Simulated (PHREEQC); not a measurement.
1 kg of water holding 0.25 mol NaCl meets 20 L of dry gas (CO2 0.52, CH4 0.48 by moles) at fixed total pressure, at 10 °C; fugacities by Peng-Robinson. The gases take part in no redox reaction, some water evaporates into the gas, and hydrates or a liquid gas phase aren't modelled. Precipitation was switched off in this run.

Model: ion-association model, phreeqc.dat, run in PHREEQC.

```tsv
P (atm)	dissolved CO2 (all carbonate carbon) (mol/kgw)	φ of CO2	p of CO2 (atm)	dissolved CH4 (mol/kgw)	φ of CH4	p of CH4 (atm)
1	0.0254	0.994	0.500	0.00107	0.998	0.488
2	0.0506	0.987	1.01	0.00215	0.995	0.981
3	0.0755	0.981	1.51	0.00322	0.993	1.47
5	0.124	0.969	2.53	0.00533	0.988	2.46
7.5	0.183	0.953	3.80	0.00792	0.982	3.69
10	0.240	0.938	5.07	0.0105	0.976	4.92
15	0.347	0.908	7.62	0.0154	0.964	7.37
20	0.446	0.878	10.2	0.0201	0.953	9.81
```

At this temperature some constants are extrapolated from 25 °C, and those without enthalpy data are left unchanged.
